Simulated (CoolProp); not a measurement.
Cyclopropane along the isotherm 451.8 K: density (kg/m³) from the reference equation and from simpler models built on Tc = 398.7 K, pc = 5.605 MPa, ω = 0.131; each cubic takes its own stable root.

Computed with CoolProp (reference Helmholtz-energy equation of state, Polt 1992). This equation is an older, rougher fit.

| p (MPa) | phase | reference |
|---|---|---|
| 0.187 | gas | 2.112 |
| 0.374 | gas | 4.258 |
| 0.561 | gas | 6.439 |
| 0.747 | gas | 8.646 |
| 0.934 | gas | 10.90 |
| 1.12 | gas | 13.18 |
| 1.31 | gas | 15.56 |
| 1.49 | gas | 17.85 |
| 1.68 | gas | 20.31 |
| 1.87 | gas | 22.82 |
| 2.06 | gas | 25.37 |
| 2.24 | gas | 27.84 |
| 2.43 | gas | 30.50 |
| 2.62 | gas | 33.21 |
| 2.8 | gas | 35.83 |

How far does each simpler model (van der Waals, Soave-Redlich-Kwong, Peng-Robinson) lie from the reference over these 15 states: mean and median of the absolute difference, and the worst?


- van der Waals: mean 0.4 %, median 0.4 %, worst -0.6 % at 451.8 K and 2.8 MPa
- Soave-Redlich-Kwong: mean 0.3 %, median 0.3 %, worst -0.5 % at 451.8 K and 2.8 MPa
- Peng-Robinson: mean 0.7 %, median 0.7 %, worst +1.3 % at 451.8 K and 2.8 MPa
